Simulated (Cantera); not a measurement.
Feed: 1 mol TiC, 0.13 mol H2, at 54.0 Pa.

Equilibrium computed with Cantera from the NASA thermochemical tables; the gas is ideal and each condensed phase is pure. Candidate condensed phases: C, C6H6, C7H8, C8H18, Ti, TiC; 89 gas species. Ions and electrons are included (thermal ionisation). Kinetics and transport are ignored. All values below are at 5000 K.

Base state: C 0.337, e- 0.238, Ti+ 0.238, Ti 0.0999, H 0.0877, C2 4.10e-5 (mole fractions); condensed: gas only.

Q: What changes in the equilibrium state with this change: pressure from 54.0 Pa to 1 atm?

A: 
```tsv
species	before	after
Ti	0.0999	0.476
C	0.337	0.289
H	0.0877	0.125
e-	0.238	0.0115
Ti+	0.238	0.0124
C3	1.21e-8	0.0269
C2	4.10e-5	0.0565
C2H	<1e-9	0.000966
C4	<1e-9	0.000204
C2-	6.74e-9	0.000847
```
